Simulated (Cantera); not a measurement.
An isothermal, constant-pressure homogeneous reactor starts with H2 : O2 : N2 = 1.3 : 1 : 11 (molar parts), equivalence ratio 0.65, at 1350 K and 0.730 bar.

Cantera simulation using the H2/O2 subset of GRI-Mech 3.0, which has no nitrogen chemistry; the numbers are that mechanism's predictions, not measurements. The temperature is held fixed by assumption; the heat of reaction is taken as removed at once.

x: mole fraction; the columns are a selection and need not sum to one.

```tsv
t (s)	x H2	x O2	x HO2	x O	x H2O	x OH
0.000200	0.00608	0.0301	1.27e-5	0.00366	0.0898	0.00253
0.000479	0.00158	0.0279	9.94e-6	0.000775	0.0999	0.00117
0.00115	…	0.0276	…	…	0.102	…
0.00275	4.30e-5	0.0276	1.14e-6	1.98e-5	0.103	0.000187
0.00660	8.84e-6	0.0276	2.80e-7	4.47e-6	0.103	8.95e-5
0.0158	2.40e-6	0.0277	8.31e-8	1.32e-6	0.103	4.86e-5
0.0379	8.12e-7	0.0277	3.10e-8	4.65e-7	0.103	2.89e-5
0.0909	…	0.0277	…	…	0.103	…
0.218	1.82e-7	0.0277	1.26e-8	1.03e-7	0.103	1.36e-5
0.522	1.50e-7	0.0277	1.21e-8	8.36e-8	0.103	1.22e-5
1.25	1.49e-7	0.0277	1.21e-8	8.27e-8	0.103	1.22e-5
3.00	1.49e-7	0.0277	1.21e-8	8.27e-8	0.103	1.22e-5
```

Question: Complete the blanks.

Answer: 
- 0.00115, x H2: 0.000265
- 0.00115, x HO2: 4.50e-6
- 0.00115, x O: 0.000119
- 0.00115, x OH: 0.000452
- 0.0909, x H2: 3.32e-7
- 0.0909, x HO2: 1.62e-8
- 0.0909, x O: 1.92e-7
- 0.0909, x OH: 1.86e-5
